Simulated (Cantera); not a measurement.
A closed system holds: 1 mol HgO, 19 mol N2, at 450 K.

Equilibrium computed with Cantera from the NASA thermochemical tables; the gas is ideal and each condensed phase is pure. Candidate condensed phases: Hg, HgO; 10 gas species. Equilibrium is a limit: real reactors are often held back by kinetics, nucleation or transport.

Problem. What share of the Hg ends up in condensed phases as a function of P (Pa), at 10, 52, 270, 1400, 7200, 37000, 190000, 1000000?

Solution. 
```csv
P (Pa),Hg condensed (%),as
10,0.0,-
52,0.0,-
270,76.5,HgO(s)
1400,95.5,HgO(s)
7200,99.1,HgO(s)
37000,99.8,HgO(s)
190000,100.0,HgO(s)
1000000,100.0,HgO(s)
```
